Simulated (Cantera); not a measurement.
Input (Python, Cantera) and output of one run.

```python
import numpy as np
import cantera as ct

gas_names = [...]  # 118 gases of nasa_gas.yaml made of C, Cl, F, H
cond_names = """
    C(gr) C6H6(L) C7H8(L) C8H18(L),n-octa
""".split()


# ... load() reads the species with a 1 bar reference pressure and builds the phases ...
atoms = {
    'C2F6': {'C': 2, 'F': 6},
    'HCl': {'H': 1, 'CL': 1},
}
top_T = {'C(gr)': 4500}  # K; cautious upper limits of use, not melting points


# ... equilibrate(T, P, feed) seeds the gas with the atoms and calls Mixture.equilibrate('TP', solver="vcs", rtol=1e-11, max_steps=5000) ...
results = []
feed = {'C2F6': 1, 'HCl': 0.21}  # mol
P = 2.9  # Pa
for T in [1050, 1075, 1100, 1125, 1150, 1175, 1200, 1225, 1250, 1275, 1300, 1325, 1350]:
    mix = equilibrate(T, P, feed)
    results.append((T, P, feed, dict(zip(mix.species_names, mix.species_moles))))

top = {s: max(r[3][s] / sum(r[3][g] for g in gas_names) for r in results) for s in gas_names}
cols = sorted((s for s in top if top[s] > 0.001), key=lambda s: -top[s])[:9]
seen = [c for c in cond_names if any(r[3].get(c, 0) > 1e-12 for r in results)]
print("log10 of partial pressures in bar; condensed amounts in mol")
print(f"{'T/K':>10s}" + "".join(f"{s[:9]:>10s}" for s in cols + seen))
for T, P, feed, n in results:
    ng = sum(n[g] for g in gas_names)
    print(f"{T:10.4g}" + "".join(f"{np.log10(max(n[s] / ng * P / 1e5, 1e-99)):10.3f}" for s in cols)
          + "".join(f"{n.get(c, 0):10.4g}" for c in seen))
```

Result:

```
log10 of partial pressures in bar; condensed amounts in mol
       T/K       CF4        HF        CL       CL2       HCL     CCLF3     C(gr)
      1050    -4.628    -5.505    -6.078    -5.953    -6.535    -7.211    0.5471
      1075    -4.630    -5.501    -5.958    -6.001    -6.615    -7.244    0.5479
      1100    -4.633    -5.498    -5.852    -6.065    -6.702    -7.285    0.5486
      1125    -4.635    -5.495    -5.762    -6.148    -6.796    -7.335    0.5493
      1150    -4.638    -5.493    -5.688    -6.252    -6.899    -7.395    0.5499
      1175    -4.641    -5.492    -5.630    -6.377    -7.011    -7.465    0.5504
      1200    -4.643    -5.491    -5.586    -6.520    -7.130    -7.543    0.5508
      1225    -4.644    -5.490    -5.554    -6.679    -7.255    -7.629    0.5512
      1250    -4.646    -5.489    -5.532    -6.849    -7.384    -7.720    0.5515
      1275    -4.646    -5.489    -5.517    -7.024    -7.514    -7.813    0.5517
      1300    -4.647    -5.488    -5.507    -7.202    -7.643    -7.907    0.5518
      1325    -4.648    -5.488    -5.501    -7.379    -7.771    -8.000    0.5518
      1350    -4.648    -5.488    -5.497    -7.554    -7.897    -8.092    0.5517
```

Method: chemical equilibrium by Gibbs-energy minimisation in Cantera with the NASA 1993 tables (ideal gas, pure condensed phases). The feed counts by its element totals alone. Gases not in the tables: C2F6 and larger saturated fluorocarbons.
